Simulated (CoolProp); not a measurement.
Methanol at several states: Z from the reference equation and from simpler models built on Tc = 513.4 K, pc = 8.216 MPa, ω = 0.565; each cubic takes its own stable root.

Computed with CoolProp (reference Helmholtz-energy equation of state, de Reuck 1993).

```csv
T (K),p (MPa),phase,reference,van der Waals,Redlich-Kwong,Soave-Redlich-Kwong,Peng-Robinson
491.3,4.76,gas,0.6572,0.7592,0.7211,0.7013,0.6801
608.6,1.16,gas,0.9751,0.9719,0.9705,0.9767,0.9723
286.1,20.7,liquid,[?],0.6860,[?],0.4495,[?]
331.6,13,liquid,0.1966,0.3951,0.2743,0.2572,[?]
```

Problem. Some entries are withheld; supply them.

Solution. 
- 286.1, reference: 0.3422
- 286.1, Redlich-Kwong: 0.4725
- 286.1, Peng-Robinson: 0.4005
- 331.6, Peng-Robinson: 0.2285
